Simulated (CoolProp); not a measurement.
n-hexane along the isobar 6.95 bar: Z from the reference equation and from simpler models built on Tc = 507.8 K, pc = 30.44 bar, ω = 0.300; each cubic takes its own stable root.

Model: reference Helmholtz-energy equation of state, Thol 2019, in CoolProp.

```json
[
 {"T (K)": "186.9", "phase": "liquid", "reference": "0.05131", "van der Waals": "0.08842", "Redlich-Kwong": "0.05937", "Soave-Redlich-Kwong": "0.05860", "Peng-Robinson": "0.05231"},
 {"T (K)": "197.4", "phase": "liquid", "reference": "0.04916", "van der Waals": "0.08449", "Redlich-Kwong": "0.05675", "Soave-Redlich-Kwong": "0.05591", "Peng-Robinson": "0.04988"},
 {"T (K)": "207.9", "phase": "liquid", "reference": "0.04724", "van der Waals": "0.08100", "Redlich-Kwong": "0.05442", "Soave-Redlich-Kwong": "0.05352", "Peng-Robinson": "0.04772"},
 {"T (K)": "218.4", "phase": "liquid", "reference": "0.04552", "van der Waals": "0.07787", "Redlich-Kwong": "0.05235", "Soave-Redlich-Kwong": "0.05139", "Peng-Robinson": "0.04579"},
 {"T (K)": "228.9", "phase": "liquid", "reference": "0.04397", "van der Waals": "0.07506", "Redlich-Kwong": "0.05050", "Soave-Redlich-Kwong": "0.04947", "Peng-Robinson": "0.04406"},
 {"T (K)": "239.4", "phase": "liquid", "reference": "0.04257", "van der Waals": "0.07253", "Redlich-Kwong": "0.04885", "Soave-Redlich-Kwong": "0.04776", "Peng-Robinson": "0.04251"},
 {"T (K)": "249.9", "phase": "liquid", "reference": "0.04131", "van der Waals": "0.07025", "Redlich-Kwong": "0.04736", "Soave-Redlich-Kwong": "0.04621", "Peng-Robinson": "0.04111"},
 {"T (K)": "260.4", "phase": "liquid", "reference": "0.04016", "van der Waals": "0.06819", "Redlich-Kwong": "0.04603", "Soave-Redlich-Kwong": "0.04482", "Peng-Robinson": "0.03985"},
 {"T (K)": "270.9", "phase": "liquid", "reference": "0.03912", "van der Waals": "0.06633", "Redlich-Kwong": "0.04484", "Soave-Redlich-Kwong": "0.04357", "Peng-Robinson": "0.03871"},
 {"T (K)": "281.4", "phase": "liquid", "reference": "0.03818", "van der Waals": "0.06465", "Redlich-Kwong": "0.04378", "Soave-Redlich-Kwong": "0.04244", "Peng-Robinson": "0.03768"},
 {"T (K)": "291.9", "phase": "liquid", "reference": "0.03733", "van der Waals": "0.06314", "Redlich-Kwong": "0.04283", "Soave-Redlich-Kwong": "0.04143", "Peng-Robinson": "0.03677"},
 {"T (K)": "302.4", "phase": "liquid", "reference": "0.03655", "van der Waals": "0.06178", "Redlich-Kwong": "0.04200", "Soave-Redlich-Kwong": "0.04054", "Peng-Robinson": "0.03594"},
 {"T (K)": "312.9", "phase": "liquid", "reference": "0.03586", "van der Waals": "0.06057", "Redlich-Kwong": "0.04126", "Soave-Redlich-Kwong": "0.03974", "Peng-Robinson": "0.03521"},
 {"T (K)": "323.4", "phase": "liquid", "reference": "0.03523", "van der Waals": "0.05950", "Redlich-Kwong": "0.04063", "Soave-Redlich-Kwong": "0.03904", "Peng-Robinson": "0.03457"},
 {"T (K)": "333.9", "phase": "liquid", "reference": "0.03468", "van der Waals": "0.05857", "Redlich-Kwong": "0.04009", "Soave-Redlich-Kwong": "0.03843", "Peng-Robinson": "0.03401"}
]
```
